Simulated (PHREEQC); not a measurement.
Solution (72 °C): 0.0069 mol KOH and 0.00054 mol K3PO4 per kg of water. Closed to the air; pH follows from the charge balance.

Model: ion-association model, wateq4f.dat, run in PHREEQC.

Question: The ionic strength comes out as 0.00912 mol/kgw. What activity coefficients do PO4-3, OH-, KHPO4-, K+, HPO4-2 get?

Answer: PO4-3 0.38, OH- 0.90, KHPO4- 0.90, K+ 0.90, HPO4-2 0.65.

Precipitation was switched off in this run. Complexes and solids missing from the database can't appear. H3PO4, which wateq4f.dat lacks, is added to it with the constant of phreeqc.dat. Constants without temperature data keep their 25 °C values here.
